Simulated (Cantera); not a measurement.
Feed: 1 mol Pb, a varied amount of O₂, 0.35 mol H₂, equilibrated at 2.80 mbar.

Method: chemical equilibrium by Gibbs-energy minimisation in Cantera with the NASA 1993 tables (ideal gas, pure condensed phases). Candidate condensed phases: H₂O, Pb, PbO, PbO₂, Pb₃O₄; 12 gas species. Each liquid is taken as pure. Mutual solubility and eutectic melting of coexisting phases are not modelled. Equilibrium is a limit: real reactors are often held back by kinetics, nucleation or transport.

### Question
What condenses at these points (T in K, n(O₂) in mol): (1173, 0.22); (873, 0.054); (1673, 0.22); (573, 0.61); (673, 1.7); (1173, 0.15); (1273, 0.038)?

### Answer
```json
[
 {"T (K)": "1173", "n(O₂) in mol": "0.22", "condensed phases": "Pb + PbO", "Pb condensed (%)": "93.1"},
 {"T (K)": "873", "n(O₂) in mol": "0.054", "condensed phases": "Pb", "Pb condensed (%)": "100.0"},
 {"T (K)": "1673", "n(O₂) in mol": "0.22", "condensed phases": "gas only", "Pb condensed (%)": "0.0"},
 {"T (K)": "573", "n(O₂) in mol": "0.61", "condensed phases": "Pb + PbO", "Pb condensed (%)": "100.0"},
 {"T (K)": "673", "n(O₂) in mol": "1.7", "condensed phases": "PbO", "Pb condensed (%)": "100.0"},
 {"T (K)": "1173", "n(O₂) in mol": "0.15", "condensed phases": "Pb", "Pb condensed (%)": "93.8"},
 {"T (K)": "1273", "n(O₂) in mol": "0.038", "condensed phases": "Pb", "Pb condensed (%)": "33.3"}
]
```
